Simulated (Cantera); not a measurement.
A perfectly stirred reactor is fed with CO : H₂ : O₂ : N₂ : H₂O = 1 : 0.94 : 1.7 : 6.4 : 0.91 (molar parts), at 270 Torr; it is adiabatic with a 575 K inlet, and is followed from long to short residence time, starting on the burning branch (τ in s: 0.23, 0.088, 0.033, 0.013, 0.0048, 0.0018, 0.00069, 0.00026, 9.9e-05).

Computed with Cantera and GRI-Mech 3.0 (53 species, 325 reactions).

Problem. Predict: blow-out, bracketed by the residence times tried; x(CO) at τ = 0.230 s; x(H₂) at τ = 0.230 s; x(O₂) at τ = 0.230 s; x(NO) at τ = 0.230 s; x(H₂O) at τ = 0.230 s; x(CO) at τ = 4.80 ms; x(H₂) at τ = 4.80 ms; x(O₂) at τ = 4.80 ms; x(NO) at τ = 4.80 ms; x(H₂O) at τ = 4.80 ms.

Solution. 
| Quantity | Value |
|---|---|
| blow-out, bracketed by the residence times tried | burning at 0.260 ms, out at 99.0 µs |
| x(CO) at τ = 0.230 s | 0.00129 |
| x(H₂) at τ = 0.230 s | 0.000516 |
| x(O₂) at τ = 0.230 s | 0.0729 |
| x(NO) at τ = 0.230 s | 8.88e-5 |
| x(H₂O) at τ = 0.230 s | 0.183 |
| x(CO) at τ = 4.80 ms | 0.0104 |
| x(H₂) at τ = 4.80 ms | 0.00452 |
| x(O₂) at τ = 4.80 ms | 0.0764 |
| x(NO) at τ = 4.80 ms | 1.48e-5 |
| x(H₂O) at τ = 4.80 ms | 0.173 |
